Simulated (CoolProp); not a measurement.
A simple Rankine cycle with R152A: condensing at 289.15 K, boiler at 1.74 MPa, turbine inlet 489.5 K, turbine efficiency 0.8, pump efficiency 0.6, no recuperator. Each further row changes one setting.

The numbers come from the reference Helmholtz-energy equation of state, Outcalt 1996 in CoolProp. It is a modified Benedict-Webb-Rubin equation, recast in Helmholtz form.

```tsv
case	thermal efficiency (%)	net work (kJ/kg)	heat in (kJ/kg)	turbine exit temperature (K)	volume ratio over the turbine
as stated	___	57.2	534	439.4	3.59
condensing temperature 281.15 K	12.4	68.0	548	___	4.58
boiler pressure 1.22 MPa	8.1	43.8	540	453.2	2.55
turbine efficiency 0.7	9.3	___	534	444.9	___
```

Problem. Complete the blanks.

Solution. 
- as stated, thermal efficiency (%): 10.7
- condensing temperature 281.15 K, turbine exit temperature (K): 430.6
- turbine efficiency 0.7, net work (kJ/kg): 49.8
- turbine efficiency 0.7, volume ratio over the turbine: 3.63
